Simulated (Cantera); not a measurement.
## SiF₄ + NH₃ + N₂ (silicon nitride deposition)

A closed system holds: 1 mol SiF₄, 4.4 mol NH₃, 5.5 mol N₂, held at 880 Pa.

These are equilibrium values from Cantera (NASA tables, ideal gas, pure condensed phases), not measurements of a reactor. Candidate condensed phases: Si, Si₃N₄; 37 gas species. The tables' values for SiF₃, SiF₂ are old estimates; treat these amounts as uncertain. Rates play no part.

```
T (K)  log p N₂  log p H₂  log p SiF₄  log p HF  log p SiF₃  log p SiHF₃  log p SiF₂  n Si₃N₄(s)
-----  --------  --------  ----------  --------  ----------  -----------  ----------  ----------
875       -2.35     -2.42       -3.24     -5.79       -8.43        -6.56      -13.05    0.000195
925       -2.35     -2.42       -3.24     -5.57       -7.83        -6.33      -11.95    0.000320
975       -2.35     -2.42       -3.24     -5.38       -7.29        -6.13      -10.96    0.000496
1025      -2.35     -2.42       -3.24     -5.20       -6.80        -5.95      -10.08    0.000729
1075      -2.35     -2.42       -3.24     -5.04       -6.36        -5.79       -9.27     0.00102
1125      -2.35     -2.42       -3.24     -4.90       -5.96        -5.64       -8.54     0.00134
1175      -2.35     -2.42       -3.25     -4.77       -5.60        -5.51       -7.88     0.00166
1225      -2.35     -2.42       -3.25     -4.65       -5.26        -5.39       -7.27     0.00187
1275      -2.35     -2.42       -3.26     -4.54       -4.96        -5.28       -6.71     0.00179
```
log p: log10 of the partial pressure in bar; n: condensed amount in mol.

From 875 K to 1275 K the condensed part is Si₃N₄(s). The main Si-bearing gas is SiF₄ throughout.
